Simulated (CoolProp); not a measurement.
R1132(E) along the isotherm 108.75 °C: fugacity coefficient from the reference equation and from simpler models built on Tc = 75.7 °C, pc = 5174 kPa, ω = 0.245; each cubic takes its own stable root.

Values from CoolProp's reference Helmholtz-energy equation of state, Akasaka 2024.

```json
[
 {"p (kPa)": "287", "phase": "gas", "reference": "0.9860"},
 {"p (kPa)": "575", "phase": "gas", "reference": "0.9720"},
 {"p (kPa)": "862", "phase": "gas", "reference": "0.9581"},
 {"p (kPa)": "1150", "phase": "gas", "reference": "0.9443"},
 {"p (kPa)": "1440", "phase": "gas", "reference": "0.9304"},
 {"p (kPa)": "1720", "phase": "gas", "reference": "0.9172"},
 {"p (kPa)": "2010", "phase": "gas", "reference": "0.9035"},
 {"p (kPa)": "2300", "phase": "gas", "reference": "0.8899"},
 {"p (kPa)": "2590", "phase": "gas", "reference": "0.8763"}
]
```

Task: How far does each simpler model (van der Waals, Redlich-Kwong, Soave-Redlich-Kwong, Peng-Robinson) lie from the reference over these 9 states: mean and median of the absolute difference, and the worst?

Result: 
- van der Waals: mean 0.4 %, median 0.4 %, worst +0.7 % at 108.75 °C and 2590 kPa
- Redlich-Kwong: mean 0.2 %, median 0.2 %, worst -0.4 % at 108.75 °C and 2590 kPa
- Soave-Redlich-Kwong: mean 0.1 %, median 0.1 %, worst +0.3 % at 108.75 °C and 2590 kPa
- Peng-Robinson: mean 0.8 %, median 0.8 %, worst -1.4 % at 108.75 °C and 2590 kPa
